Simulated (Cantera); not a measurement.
A closed system holds: 1 mol SiH₂Cl₂, 0.063 mol O₃, 5.6 mol N₂, held at 0.00133 bar.

Equilibrium computed with Cantera from the NASA thermochemical tables; the gas is ideal and each condensed phase is pure. Candidate condensed phases: H₂O, NH₄Cl, Si, SiO₂, Si₂N₂O, Si₃N₄; 47 gas species. N₂ is the only nitrogen source here; it is nearly inert below about 1500 K, so the nitride shown seldom forms there in practice. Mutual solubility and eutectic melting of coexisting phases are not modelled. The tables' values for SiCl₃, SiCl are old estimates; treat these amounts as uncertain. The numbers say what is thermodynamically allowed, not how fast it happens.

log p: log10 of the partial pressure in bar; n: condensed amount in mol.

| T (°C) | log p N₂ | log p HCl | log p H₂ | log p SiCl₂ | log p SiCl₄ | log p SiO | n Si₂N₂O(s) | n Si₃N₄(s) |
|---|---|---|---|---|---|---|---|---|
| 650 | -3.01 | -3.61 | -4.16 | -9.16 | -4.47 | <-14 | 0.189 | 0.148 |
| 750 | -3.01 | -3.59 | -4.20 | -7.62 | -4.50 | <-14 | 0.189 | 0.153 |
| 850 | -3.01 | -3.58 | -4.23 | -6.36 | -4.55 | -13.30 | 0.189 | 0.155 |
| 950 | -3.01 | -3.57 | -4.24 | -5.34 | -4.63 | -11.08 | 0.189 | 0.152 |
| 1050 | -3.01 | -3.60 | -4.20 | -4.58 | -4.91 | -9.20 | 0.189 | ? |
| 1150 | -3.01 | -3.69 | -4.08 | -4.16 | -5.63 | -7.59 | 0.189 | ? |
| 1250 | -3.01 | -3.85 | -3.96 | -3.98 | -6.58 | -6.20 | 0.185 | ? |
| 1350 | -3.01 | -3.99 | -3.90 | -3.91 | -7.46 | -4.83 | 0.105 | ? |

Question: What belongs in the gaps?

Answer: 
- 1050, n Si₃N₄(s): 0.125
- 1150, n Si₃N₄(s): 0.0674
- 1250, n Si₃N₄(s): 0.00836
- 1350, n Si₃N₄(s): 0
